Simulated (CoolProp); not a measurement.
Vapour-liquid equilibrium of R152A (1) + R227EA (2) at 0.0144 bar; x and y are mole fractions of (1).

Values from CoolProp's multi-fluid Helmholtz-energy mixture model, Outcalt 1996 and Lemmon 2016; pair parameters Bell 2016.

| x | bubble temperature (°C) | y at the bubble point | dew temperature at overall composition x (°C) | liquid density (mol/L) |
|---|---|---|---|---|
| 0.05 | -84.3 | 0.074 | -84.2 | 10.57 |
| 0.125 | -84.9 | 0.194 | -84.5 | 10.93 |
| 0.2 | -85.5 | 0.314 | -84.9 | 11.31 |
| 0.275 | -86.2 | 0.425 | -85.3 | 11.72 |
| 0.35 | -86.9 | 0.523 | -85.7 | 12.15 |
| 0.425 | -87.6 | 0.606 | -86.2 | 12.60 |
| 0.5 | -88.2 | 0.677 | -86.7 | 13.08 |
| 0.575 | -88.7 | 0.736 | -87.3 | 13.59 |
| 0.65 | -89.2 | 0.788 | -87.9 | 14.14 |
| 0.725 | -89.6 | 0.834 | -88.6 | 14.72 |
| 0.8 | -89.9 | 0.877 | -89.3 | 15.35 |
| 0.875 | -90.2 | 0.920 | -89.9 | 16.03 |
| 0.95 | -90.5 | 0.966 | -90.4 | 16.76 |

No azeotrope shows between x = 0.05 and 0.95.

The pair parameters rest on a limited set of measurements; away from them the model extrapolates. The gap from Raoult's law changes sign with composition, which may be real or a fault of the pair parameters; it wasn't checked against measurements.
